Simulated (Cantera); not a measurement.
## Equilibrium for abatement and gas-phase synthesis: H₂O + O₂ + H₂

A closed system holds: 1 mol H₂O, 3 mol O₂, 5.2 mol H₂, held at 1573 K and 0.000100 bar.

Method: chemical equilibrium by Gibbs-energy minimisation in Cantera with the NASA 1993 tables (ideal gas, pure condensed phases). Candidate condensed phases: H₂O; 9 gas species. The numbers say what is thermodynamically allowed, not how fast it happens.

```json
{
 "x(H₂O)": "0.934",
 "x(O₂)": "0.0605",
 "x(OH)": "0.00321",
 "x(H₂)": "0.00182",
 "x(O)": "0.000257",
 "x(H)": "0.000174",
 "gas_amount": "6.613 mol"
}
```
